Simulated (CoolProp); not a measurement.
A single-stage vapour-compression cycle with n-butane: evaporating at 269.15 K (dew point), condensing at 322.15 K (bubble point), superheat 5 K, subcooling 2 K, compressor efficiency 0.75, no pressure losses. Each further row changes one setting.

Values from CoolProp's reference Helmholtz-energy equation of state, Bücker 2006.

```tsv
case	cooling COP	pressure ratio	discharge temperature (K)	refrigerating effect (kJ/kg)	volumetric capacity (kJ/m³)
as stated	3.05	5.46	333.4	273	638
evaporating temperature 274.15 K	3.51	4.51	332.1	280	784
condensing temperature 317.15 K	3.47	4.77	328.5	286	668
subcooling 7 K	3.19	5.46	333.4	286	668
superheat 15 K	3.10	5.46	343.5	290	650
compressor efficiency 0.65	2.64	5.46	340.2	273	638
```
